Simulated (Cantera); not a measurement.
Mixture: CH4 : H2 : O2 : N2 : CO2 = 1 : 0.11 : 2.06 : 7.73 : 2.1 (molar parts), equivalence ratio 1.00, at 8250 Torr, adiabatic and at constant volume. Ignition delay is the time to a rise of 400 K.

Detailed kinetics in Cantera: GRI-Mech 3.0 (53 species, 325 reactions). Below about 1000 K GRI-Mech 3.0 lacks low-temperature oxidation paths. Below about 950 K walls govern HO2 and H2O2 in real vessels.

### Question
What does this change do: 0.26 parts C2H6 added?

### Answer
```tsv
quantity	before	after
delay at 873 K	0.379 s	0.486 s
delay at 1023 K	12.6 ms	12.5 ms
delay at 1173 K	1.93 ms	0.873 ms
delay at 1323 K	0.543 ms	0.128 ms
apparent activation energy between 1248 and 1398 K	120 kJ/mol	150 kJ/mol
```

### Question
What does this change do: 0.13 parts C2H6 added?

### Answer
```tsv
quantity	before	after
delay at 873 K	0.379 s	0.435 s
delay at 1023 K	12.6 ms	11.5 ms
delay at 1173 K	1.93 ms	0.913 ms
delay at 1323 K	0.543 ms	0.174 ms
apparent activation energy between 1248 and 1398 K	120 kJ/mol	130 kJ/mol
```

### Question
What does this change do: constant pressure in place of constant volume?

### Answer
| quantity | before | after |
|---|---|---|
| delay at 873 K | 0.379 s | 0.398 s |
| delay at 1023 K | 12.6 ms | 13.4 ms |
| delay at 1173 K | 1.93 ms | 2.06 ms |
| delay at 1323 K | 0.543 ms | 0.586 ms |
| apparent activation energy between 1248 and 1398 K | 120 kJ/mol | 120 kJ/mol |
